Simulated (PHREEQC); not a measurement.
Model water analysis in mmol/kgw, 20 °C, pH 2.54, pe 10:

| constituent | mmol/kgw |
|---|---|
| Na | 9.16 |
| K | 1.16 |
| Ca | 7.85 |
| Mg | 2.04 |
| Cl | 5.09 |
| S(6) | 15.9 |
| Cu(2) | 0.24 |
| Mn(2) | 0.0155 |

Valence states are taken as typed.

Computed with PHREEQC (ion-association model, phreeqc.dat).

Problem. The ionic strength comes out as 0.0459 mol/kgw. What activity coefficients do HSO4-, Mg+2, CaHSO4+, NaSO4-, Mn+2 get?

Solution. HSO4- 0.83, Mg+2 0.50, CaHSO4+ 0.83, NaSO4- 0.83, Mn+2 0.50.

This is a speciation only: nothing precipitates in the calculation.
